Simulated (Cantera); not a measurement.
A diamond (100) surface in a fixed gas of H2 with x(CH4) = 0.014, x(H) = 0.00023, x(CH3) = 6.9e-05, 43.5 Torr; coverages are run to steady state.

Computed with Cantera and the Harris–Goodwin 1993 mechanism for the reconstructed diamond (100) surface.

One state of this run: growth (µm/h) = 0.485; θ c6HH = 0.552; θ c6H* = 0.0231; θ c6*H = 0.388; θ c6** = 0.00867; θ c6HM = 0.0186. θ: site fractions in the mechanism's names (c6HH fully hydrogenated, c6H* and c6*H radical sites, c6** diradical, c6HM methylated).

Problem. Which value of T (K) does it belong to?
(A) 1075
(B) 1225
(C) 1375
(D) 1000

Solution. A, 1075
